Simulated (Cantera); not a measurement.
A Cantera script and its output.

```python
import numpy as np
import cantera as ct

gas = ct.Solution("gri30.yaml")
gas.TPX = 448, 530000, {'CH4': 1, 'O2': 2, 'N2': 7.52}
flame = ct.FreeFlame(gas, width=0.012)
flame.set_refine_criteria(ratio=3, slope=0.08, curve=0.16)
flame.transport_model = "mixture-averaged"
flame.solve(loglevel=0, auto=True)
z, T = flame.grid, flame.T
thick = (T[-1] - T[0]) / np.gradient(T, z).max()
show = ['CH4', 'O2', 'CO2', 'C2H', 'C2H4', 'OH']
print(f"laminar burning velocity  {flame.velocity[0] * 100:.3f} cm/s")
print(f"burnt temperature         {T[-1]:.1f} K")
print(f"thermal thickness         {thick * 1e3:.4f} mm")
print(f"grid points               {len(z)}")
z0 = z[flame.heat_release_rate.argmax()]
print(f"{'z/mm':>9s}{'T/K':>9s}{'u/(m/s)':>9s}" + "".join(f"{s:>11s}" for s in show))
rows = []
for k in (-3, -2, -1.5, -1, -0.5, -0.25, 0, 0.25, 0.5, 1, 2, 4, 8):
    zz = z0 + k * thick
    rows.append([k * thick, np.interp(zz, z, T), np.interp(zz, z, flame.velocity),
                 *(np.interp(zz, z, flame.X[gas.species_index(s)]) for s in show)])
    print(f"{rows[-1][0] * 1e3:9.3f}{rows[-1][1]:9.1f}{rows[-1][2]:9.3f}" + "".join(f"{x:11.3e}" for x in rows[-1][3:]))
```

It prints:

```
laminar burning velocity  39.221 cm/s
burnt temperature         2342.0 K
thermal thickness         0.1187 mm
grid points               144
     z/mm      T/K  u/(m/s)        CH4         O2        CO2        C2H       C2H4         OH
   -0.356    448.5    0.393  9.494e-02  1.899e-01  9.376e-07  1.072e-26  4.495e-08  2.716e-12
   -0.237    452.8    0.397  9.449e-02  1.894e-01  1.532e-05  1.090e-23  7.082e-07  2.371e-10
   -0.178    467.5    0.411  9.333e-02  1.882e-01  8.532e-05  1.250e-21  3.853e-06  3.205e-09
   -0.119    560.8    0.496  8.720e-02  1.810e-01  8.625e-04  5.669e-18  3.720e-05  9.322e-08
   -0.059   1023.8    0.915  5.861e-02  1.404e-01  8.724e-03  5.983e-12  3.481e-04  7.582e-06
   -0.030   1459.5    1.313  3.087e-02  9.649e-02  2.050e-02  3.418e-09  6.834e-04  1.152e-04
    0.000   1877.4    1.694  5.775e-03  4.797e-02  3.901e-02  2.513e-07  3.271e-04  1.662e-03
    0.030   2051.7    1.843  1.938e-04  2.380e-02  5.697e-02  9.711e-08  5.808e-06  5.401e-03
    0.059   2120.3    1.895  3.159e-06  1.687e-02  6.714e-02  1.928e-09  2.296e-08  6.466e-03
    0.119   2196.3    1.953  1.989e-09  1.249e-02  7.474e-02  9.657e-13  1.390e-12  5.997e-03
    0.237   2263.4    2.005  5.849e-14  9.246e-03  7.944e-02  2.399e-17  1.564e-18  4.868e-03
    0.475   2309.6    2.041  4.324e-16  6.896e-03  8.289e-02  9.246e-22  5.466e-24  3.850e-03
    0.949   2332.7    2.058  2.229e-16  5.632e-03  8.490e-02  6.727e-23  3.142e-25  3.282e-03
```

Detailed kinetics in Cantera: GRI-Mech 3.0 (53 species, 325 reactions). Burning velocities carry a grid error of a few per cent, more on coarse grids.
